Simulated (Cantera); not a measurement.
Charge: 1 mol CH4, 7.2 mol H2, 0.16 mol O2, held at 1298 K.

Equilibrium computed with Cantera from the NASA thermochemical tables; the gas is ideal and each condensed phase is pure. Candidate condensed phases: C, C6H6, C7H8, C8H18, H2O; 110 gas species. The ideal-gas law is rough above about 30 bar. Rates play no part.

x: gas mole fraction; n: condensed amount in mol.

```
P (Pa)     x H2       x CH4     x CO       x H2O       x CO2         x H  n C(graphite)
--------  -----  ----------  -------  ----------  ----------  ----------  -------------
10        0.966     7.44e-7   0.0336     3.02e-8    5.98e-10    0.000105          0.680
160       0.966     1.19e-5   0.0336     4.83e-7     9.58e-9     2.63e-5          0.680
2500      0.966  (withheld)   0.0336  (withheld)  (withheld)  (withheld)          0.678
40000     0.963     0.00296   0.0336    0.000120     2.39e-6     1.66e-6          0.653
630000    0.922  (withheld)   0.0332  (withheld)  (withheld)  (withheld)     (withheld)
10000000  0.849       0.112  0.00756      0.0306    0.000155     9.88e-8              0
```

Q: Complete the blanks.

A: 
- 630000, x CH4: 0.0427
- 630000, x H2O: 0.00180
- 630000, x CO2: 3.69e-5
- 630000, x H: 4.10e-7
- 630000, n C(graphite): 0.307
- 2500, x CH4: 0.000186
- 2500, x H2O: 7.55e-6
- 2500, x CO2: 1.50e-7
- 2500, x H: 6.66e-6
